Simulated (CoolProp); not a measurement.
Saturated liquid density (kg/m³) of sulfur dioxide: the reference equation beside estimates from Tc = 430.6 K, pc = 78.87 bar, ω = 0.256.

Model: reference Helmholtz-energy equation of state, Gao 2016, in CoolProp.

```
T (K)  reference  van der Waals  Redlich-Kwong  Soave-Redlich-Kwong  Peng-Robinson
-----  ---------  -------------  -------------  -------------------  -------------
270.2       1443          853.2           1252                 1294           1461
274.8       1431          846.5           1240                 1283           1450
279.4       1418          839.7           1228                 1272           1438
284.1       1406          832.7           1216                 1260           1425
288.7       1393          825.6           1203                 1249           1413
293.4       1380          818.3           1191                 1237           1400
298         1367          811.0           1178                 1225           1386
302.6       1354          803.5           1164                 1212           1373
307.3       1341          795.8           1151                 1199           1358
311.9       1327          788.0           1137                 1186           1343
316.6       1313          779.9           1122                 1172           1328
321.2       1299          771.7           1108                 1158           1312
```

Absolute difference from the reference over all 12 rows, mean and median: van der Waals 40.7 and 40.7 %, Redlich-Kwong 13.9 and 13.8 %, Soave-Redlich-Kwong 10.5 and 10.4 %, Peng-Robinson 1.3 and 1.3 %.
